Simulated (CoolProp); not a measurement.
Vapour pressure (bar) of nitrous oxide: the reference equation beside estimates from Tc = 36.4 °C, pc = 72.45 bar, ω = 0.161. Clausius-Clapeyron is anchored at -24.05 °C with a constant enthalpy of vaporisation of 12.50 kJ/mol.

Model: reference Helmholtz-energy equation of state, Lemmon 2006, in CoolProp. It is a short technical equation, of lower accuracy than the large ones.

```csv
T (°C),reference,Lee-Kesler,Clausius-Clapeyron,van der Waals,Redlich-Kwong,Soave-Redlich-Kwong,Peng-Robinson
-41.85,8.787,8.811,9.989,20.11,10.74,8.825,8.756
-35.85,10.84,10.87,11.77,22.74,13.06,10.90,10.80
-29.95,13.19,13.22,13.73,25.54,15.65,13.28,13.14
-24.05,15.90,15.92,15.90,28.55,18.59,16.02,15.84
-18.05,19.04,19.06,18.32,31.83,21.94,19.21,18.99
-12.15,22.55,22.55,20.93,35.27,25.61,22.78,22.52
-6.25,26.50,26.50,23.78,38.94,29.68,26.80,26.50
-0.25,31.02,31.00,26.91,42.91,34.25,31.39,31.06
5.65,35.99,35.96,30.24,47.04,39.17,36.43,36.08
11.55,41.52,41.50,33.82,51.41,44.54,42.03,41.68
17.45,47.67,47.66,37.65,56.02,50.38,48.22,47.89
```

Absolute difference from the reference over all 11 rows, mean and median: Lee-Kesler 0.1 and 0.1 %, Clausius-Clapeyron 10.6 and 10.3 %, van der Waals 63.0 and 56.4 %, Redlich-Kwong 13.8 and 13.6 %, Soave-Redlich-Kwong 0.9 and 1.0 %, Peng-Robinson 0.3 and 0.4 %.
